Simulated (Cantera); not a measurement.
Charge: 1 mol TiO2, 1.5 mol CO, 0.15 mol H2, held at 1675 K and 1.10 bar.

Equilibrium computed with Cantera from the NASA thermochemical tables; the gas is ideal and each condensed phase is pure. Candidate condensed phases: C, C6H6, C7H8, C8H18, H2O, Ti, TiC, TiO, TiO2, Ti2O3, Ti3O5, Ti4O7; 113 gas species. Mutual solubility and eutectic melting of coexisting phases are not modelled. Condensed phases not in the tables: Magnéli phases beyond Ti4O7. Kinetics and transport are ignored.

### Question
What is the equilibrium state?

### Answer
```
Property                                     Value
--------------------------------------  ----------
x(CO)                                        0.895
x(H2)                                       0.0865
x(CO2)                                      0.0138
x(H2O)                                     0.00443
x(H)                                       3.26e-5
n(TiO2(rutile))                          0.880 mol
n(Ti4O7(s))                             0.0301 mol
gas amount                               1.650 mol
log10 activity of Ti3O5(s) (absent)          -0.12
log10 activity of Ti2O3(s) (absent)          -0.66
log10 activity of C(graphite) (absent)       -1.97
```
